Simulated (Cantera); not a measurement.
# Hydrocarbon pyrolysis for carbon deposition

An isothermal, constant-pressure homogeneous reactor starts with 17.9 % CH₄, 82.1 % H₂, at 1473 K and 20.0 Torr.

Detailed kinetics in Cantera: GRI-Mech 3.0 (53 species, 325 reactions). GRI-Mech 3.0 stops at C3 and has no aromatics, soot or wall deposition, so with more carbon than oxygen in the feed, carbon stays in small species such as C2H2 where larger ones or solid carbon would form. Radical loss at walls, strong at low pressure, is not modelled.

| t (s) | x CH₄ | x H₂ | x C₂H₂ | x C₂H | x H | x C₂H₆ |
|---|---|---|---|---|---|---|
| 4.00e-5 | 0.179 | 0.821 | <1e-12 | <1e-12 | 3.77e-8 | <1e-12 |
| 0.000173 | 0.179 | 0.821 | <1e-12 | <1e-12 | 1.28e-7 | 1.56e-12 |
| 0.000752 | 0.179 | 0.821 | <1e-12 | <1e-12 | 5.18e-7 | 1.35e-10 |
| 0.00326 | 0.179 | 0.821 | 8.82e-12 | <1e-12 | 2.21e-6 | 1.06e-8 |
| 0.0141 | 0.179 | 0.821 | 4.95e-9 | <1e-12 | 9.28e-6 | 6.61e-7 |
| 0.0613 | 0.178 | 0.821 | 3.51e-6 | <1e-12 | 3.06e-5 | 1.31e-5 |
| 0.266 | 0.177 | 0.822 | 0.000347 | 2.70e-11 | 4.03e-5 | 2.27e-5 |
| 1.15 | 0.170 | 0.826 | 0.00327 | 2.57e-10 | 4.08e-5 | 2.12e-5 |
| 5.00 | 0.144 | 0.841 | 0.0144 | 1.17e-9 | 4.33e-5 | 1.60e-5 |
x: mole fraction; the columns are a selection and need not sum to one.

Equilibrium at this temperature and pressure: CH₄ 0.00719, H₂ 0.920, C₂H₂ 0.0721, C₂H 9.31e-9, H 7.48e-5, C₂H₆ 1.71e-7 (gas phase only).
